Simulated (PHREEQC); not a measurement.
Alkaline etch or developer (model solution)

Dissolve 0.12 mol NaOH and 0.0013 mol H4SiO4 per kg of water at 25 °C. Closed to the air; pH follows from the charge balance.

Model: ion-association model, phreeqc.dat, run in PHREEQC.

- pH = 12.94
- ionic strength = 0.121 mol/kgw
- specific conductance = 24100 µS/cm
- density = 1.002 g/cm³
- total alkalinity = 120 meq/kg

```json
[
 {"species": "Na+", "molality": "0.120", "activity": "0.0929", "log γ": "-0.111"},
 {"species": "OH-", "molality": "0.118", "activity": "0.0881", "log γ": "-0.127"},
 {"species": "H2SiO4-2", "molality": "0.000718", "activity": "0.000262", "log γ": "-0.439"},
 {"species": "H3SiO4-", "molality": "0.000582", "activity": "0.000440", "log γ": "-0.122"},
 {"species": "H4SiO4", "molality": "3.32e-7", "activity": "3.41e-7", "log γ": "0.012"}
]
```

This is a speciation only: nothing precipitates in the calculation.
